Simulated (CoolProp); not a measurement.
Properties of p-xylene along the isotherm 310.25 °C.

The numbers come from the reference Helmholtz-energy equation of state, Zhou 2012 in CoolProp.

| p (MPa) | phase | density (kg/m³) | cp (kJ/(kg K)) | isothermal compressibility (1/MPa) | expansivity (1/kK) | viscosity (µPa s) | Prandtl number |
|---|---|---|---|---|---|---|---|
| 0.0279 | gas | 0.6128 | 2.155 | 35.97 | 1.734 | 12.4 | 0.673 |
| 0.0435 | gas | 0.9574 | 2.156 | 23.12 | 1.745 | 12.4 | 0.674 |
| 0.0677 | gas | 1.495 | 2.158 | 14.90 | 1.763 | 12.4 | 0.674 |
| 0.105 | gas | 2.330 | 2.161 | 9.656 | 1.791 | 12.4 | 0.675 |
| 0.164 | gas | 3.667 | 2.167 | 6.232 | 1.838 | 12.4 | 0.677 |
| 0.256 | gas | 5.797 | 2.176 | … | 1.914 | 12.4 | 0.679 |
| 0.398 | gas | 9.194 | 2.191 | 2.657 | 2.044 | 12.4 | 0.684 |
| 0.62 | gas | … | 2.218 | 1.769 | … | 12.5 | 0.694 |
| 0.965 | gas | 24.41 | 2.272 | 1.215 | 2.763 | 12.6 | 0.714 |
| 1.5 | gas | 42.36 | 2.409 | 0.9060 | 4.029 | 13.0 | 0.759 |
| 3.64 | liquid | 531.9 | 3.020 | 0.02719 | 4.450 | 75.0 | 2.86 |
| 5.67 | liquid | 555.3 | 2.855 | 0.01694 | 3.236 | 80.5 | 2.83 |
| 8.83 | liquid | 579.5 | 2.743 | 0.01101 | … | 87.4 | 2.87 |

Some entries are withheld; supply them.


- 0.256, isothermal compressibility (1/MPa): 4.044
- 0.62, density (kg/m³): 14.81
- 0.62, expansivity (1/kK): 2.280
- 8.83, expansivity (1/kK): 2.453

Viscosity comes from a separate model (Balogun 2015). Thermal conductivity comes from a separate model (Mylona 2014).
